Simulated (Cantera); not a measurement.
## Ti(NMe₂)₄ + N₂ (titanium nitride, carbide and oxide coatings)

Feed: 1 mol Ti(NMe₂)₄, 1.9 mol N₂, held at 1425 °C and 22.0 Pa.

Method: chemical equilibrium by Gibbs-energy minimisation in Cantera with the NASA 1993 tables (ideal gas, pure condensed phases). Candidate condensed phases: C, C₆H₆, C₇H₈, C₈H₁₈, Ti, TiC, TiN; 93 gas species. The feed counts by its element totals alone. TiC: taken at fixed stoichiometry. The numbers say what is thermodynamically allowed, not how fast it happens.

```
Quantity                              Value
--------------------------------  ---------
x(H₂)                                 0.746
x(N₂)                                 0.243
x(H)                                0.00843
x(HCN)                              0.00155
x(C₂H₂ (acetylene))                 5.39e-5
x(HNC)                              4.60e-5
n(C(graphite))                     6.97 mol
n(TiC(s))                          1.00 mol
gas amount                        15.97 mol
log10 activity of Ti(β) (absent)      -5.01
```
